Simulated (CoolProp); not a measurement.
Vapour-liquid equilibrium of hydrogen sulfide (1) + isobutane (2) at 6.73 bar; x and y are mole fractions of (1).

Computed with CoolProp (multi-fluid Helmholtz-energy mixture model, Lemmon 2006 and Bücker 2006; pair parameters Kunz 2012).

```tsv
x	bubble temperature (°C)	y at the bubble point	dew temperature at overall composition x (°C)	liquid density (mol/L)
0.05	39.4	0.233	47.3	9.442
0.2	16.7	0.638	40.9	11.01
0.35	4.1	0.791	33.8	12.61
0.5	-2.7	0.858	25.7	14.42
0.65	-6.8	0.899	15.8	16.63
0.8	-9.9	0.934	3.2	19.53
0.95	-12.8	0.980	-11.1	23.57
```

No azeotrope shows between x = 0.05 and 0.95.

The pair parameters rest on a limited set of measurements; away from them the model extrapolates.
